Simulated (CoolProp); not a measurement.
A single-stage vapour-compression cycle with the fluid: evaporating at 304.15 K (dew point), condensing at 330.15 K (bubble point), superheat 5 K, subcooling 0 K, compressor efficiency 0.65, no pressure losses. The same conditions are run with several fluids, on thermodynamics alone (safety and materials aside).

The numbers come from the reference Helmholtz-energy equation of state of each fluid (R245fa: Akasaka 2015; R1336mzz(E): Akasaka 2023; carbonyl sulfide: Lemmon 2006; R22: Kamei 1995; R141b: Lemmon 2006; CH2F2 (R32): Tillner-Roth 1997) in CoolProp.

```csv
fluid,cooling COP,pressure ratio,discharge temperature (K),refrigerating effect (kJ/kg),volumetric capacity (kJ/m³)
R245fa,6.73,2.30,[?],157,[?]
R1336mzz(E),6.48,2.21,[?],112,1860
carbonyl sulfide,6.29,1.77,[?],204,8550
R22,6.17,1.86,353.5,146,7340
R141b,6.99,2.31,346.7,196,[?]
CH2F2 (R32),5.71,1.86,360.5,[?],11300
```

Q: What belongs in the gaps?

A: 
- R245fa, discharge temperature (K): 338.9
- R245fa, volumetric capacity (kJ/m³): 1600
- R1336mzz(E), discharge temperature (K): 335.0
- carbonyl sulfide, discharge temperature (K): 362.8
- R141b, volumetric capacity (kJ/m³): 905
- CH2F2 (R32), refrigerating effect (kJ/kg): 210
